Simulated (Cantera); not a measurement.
Charge: 1 mol Si(CH3)4, 0.016 mol C2H4, 310 mol H2, at 975 °C and 0.0600 bar.

Equilibrium computed with Cantera from the NASA thermochemical tables; the gas is ideal and each condensed phase is pure. Candidate condensed phases: C, C6H6, C7H8, C8H18, Si, SiC; 87 gas species. The numbers say what is thermodynamically allowed, not how fast it happens.

Base state: H2 0.999, CH4 0.000668 (mole fractions); condensed: C(graphite) + SiC(s).

Question: What changes in the equilibrium state with this change: pressure from 0.0600 bar to 0.630 bar?

Answer: 
```json
[
 {"species": "H2", "before": "0.999", "after": "0.993"},
 {"species": "CH4", "before": "0.000668", "after": "0.00693"},
 {"species": "C(graphite), mol", "before": "2.82", "after": "0.857"},
 {"species": "SiC(s), mol", "before": "1.00", "after": "1.00"}
]
```

Question: What changes in the equilibrium state with this change: temperature from 975 °C to 2077 °C?

Answer: 
```csv
species,before,after
H2,0.999,0.942
H,1.91e-6,0.0494
C2H2 (acetylene),2.43e-7,0.00520
Si,<1e-9,0.00223
SiC2,<1e-9,0.000365
SiH,<1e-9,0.000179
"C(graphite), mol",2.82,0.342
"SiC(s), mol",1.00,0
```
Gases not in the tables: Si2H6 and higher silanes.

Question: What changes in the equilibrium state with this change: Si(CH3)4 replaced by SiH4?

Answer: 
| species | before | after |
|---|---|---|
| H2 | 0.999 | 1.000 |
| CH4 | 0.000668 | 1.49e-6 |
| C(graphite), mol | 2.82 | 0 |
| SiC(s), mol | 1.00 | 0.0315 |
| Si(s), mol | 0 | 0.968 |
Mutual solubility and eutectic melting of coexisting phases are not modelled.
